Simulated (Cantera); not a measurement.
Input: 1 mol HgO, a varied amount of H₂, 0.6 mol N₂, held at 1175 K and 1 atm.

These are equilibrium values from Cantera (NASA tables, ideal gas, pure condensed phases), not measurements of a reactor. Candidate condensed phases: H₂O, Hg, HgO; 25 gas species. Kinetics and transport are ignored.

x: gas mole fraction; nothing condenses.

| n(H₂) (mol) | x H₂ | x Hg | x H₂O | x N₂ | x O₂ | x NO |
|---|---|---|---|---|---|---|
| 0.23 | 1.85e-9 | 0.451 | 0.104 | 0.271 | 0.174 | [?] |
| 0.55 | 5.59e-9 | 0.421 | 0.232 | 0.253 | 0.0947 | [?] |
| 0.88 | 1.67e-8 | 0.394 | 0.346 | 0.236 | 0.0236 | [?] |
| 1.2 | 0.0714 | 0.357 | 0.357 | 0.214 | <1e-12 | [?] |
| 1.5 | 0.161 | 0.323 | 0.323 | 0.194 | <1e-12 | [?] |
| 1.8 | 0.235 | 0.294 | 0.294 | 0.176 | <1e-12 | [?] |
| 2.2 | 0.316 | 0.263 | 0.263 | 0.158 | <1e-12 | <1e-12 |
| 2.5 | 0.366 | 0.244 | 0.244 | 0.146 | <1e-12 | <1e-12 |
| 2.8 | 0.409 | 0.227 | 0.227 | 0.136 | <1e-12 | <1e-12 |
| 3.1 | 0.447 | 0.213 | 0.213 | 0.128 | <1e-12 | <1e-12 |
| 3.5 | 0.490 | 0.196 | 0.196 | 0.118 | <1e-12 | <1e-12 |
| 3.8 | 0.518 | 0.185 | 0.185 | 0.111 | <1e-12 | <1e-12 |

Task: Fill in the missing entries.

Result: 
- 0.23, x NO: 8.58e-5
- 0.55, x NO: 6.12e-5
- 0.88, x NO: 2.95e-5
- 1.2, x NO: 6.80e-12
- 1.5, x NO: 2.58e-12
- 1.8, x NO: 1.54e-12
